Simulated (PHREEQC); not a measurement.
0.067 g of hydrous ferric oxide (600 m²/g; 0.2 weak and 0.005 strong sites per Fe, Dzombak-Morel constants, diffuse double layer) in 1 kg of water with 0.01 mol/kgw of an inert sodium salt and 0.001 mmol/kgw BaCl2, 0.23 mmol/kgw ZnCl2 and 0.0089 mmol/kgw ZnSO4, at 25 °C; the pH is set by adding NaOH or the inert anion's acid. O2 is buffered at 0.21 atm. No CO2 enters from the air. Nothing may precipitate in this run.

All values are PHREEQC results (ion-association model, wateq4f.dat), not measurements.

| pH | Ba sorbed (%) | Zn sorbed (%) | S sorbed (%) |
|---|---|---|---|
| 3 | 0.0 | 0.0 | 99.9 |
| 3.5 | 0.0 | 0.0 | 99.9 |
| 4 | 0.0 | 0.0 | 99.7 |
| 4.5 | 0.0 | 0.1 | 99.2 |
| 5 | 0.0 | 0.4 | 97.0 |
| 5.5 | 0.0 | 1.3 | 88.4 |
| 6 | 0.0 | 2.6 | 64.4 |
| 6.5 | 0.0 | 7.2 | 36.0 |
| 7 | 0.0 | 16.6 | 21.9 |
| 7.5 | 0.0 | 25.6 | 12.4 |
| 8 | 0.0 | 30.9 | 5.1 |
| 8.5 | 0.0 | 32.7 | 1.4 |
| 9 | 0.0 | 32.4 | 0.2 |

Along this series the solution becomes supersaturated in solids that the run did not let form, among them Zincite(c), Zn4(OH)6SO4, Zn5(OH)8Cl2. Species that the database lacks are ignored. The oxide is taken as insoluble; below pH 4 it would dissolve.
